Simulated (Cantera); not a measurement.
A closed system holds: 1 mol FeS, 0.26 mol H₂S, 0.8 mol N₂, at 875 K and 0.150 bar.

Cantera equilibrium calculation (NASA polynomials, part measured and part estimated; ideal gas, pure solids and liquids). Candidate condensed phases: Fe, FeS, FeS₂, S; 16 gas species. FeS: taken at fixed stoichiometry. Gases not in the tables: S₃ to S₇. Rates play no part.

Base state: N₂ 0.750, H₂S 0.232, H₂ 0.0121, S₂ 0.00606 (mole fractions); condensed: FeS(s).

**Question.** What changes in the equilibrium state with this change: pressure from 0.150 bar to 12.0 bar?

**Answer.** 
```json
[
 {"species": "N₂", "before": "0.750", "after": "0.754"},
 {"species": "H₂S", "before": "0.232", "after": "0.239"},
 {"species": "H₂", "before": "0.0121", "after": "0.00610"},
 {"species": "S₂", "before": "0.00606", "after": "0.000318"},
 {"species": "FeS(s), mol", "before": "1.00", "after": "0.994"},
 {"species": "FeS₂(s), mol", "before": "0", "after": "0.00581"}
]
```
